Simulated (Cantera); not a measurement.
Mixture: CH4 : H2 : O2 : N2 = 1 : 0.2 : 1.4 : 3.64 (molar parts), equivalence ratio 1.5, at 1130 Torr, adiabatic and at constant pressure. Ignition delay is the time to a rise of 400 K.

Detailed kinetics in Cantera: GRI-Mech 3.0 (53 species, 325 reactions). Below about 1000 K GRI-Mech 3.0 lacks low-temperature oxidation paths.

Task: Predict: delay at 950 K; delay at 1050 K; delay at 1150 K; delay at 1250 K; delay at 1350 K; apparent activation energy between 1300 and 1400 K.

Result: 
- delay at 950 K = 83.5 ms
- delay at 1050 K = 23.4 ms
- delay at 1150 K = 8.81 ms
- delay at 1250 K = 3.30 ms
- delay at 1350 K = 1.26 ms
- apparent activation energy between 1300 and 1400 K = 140 kJ/mol
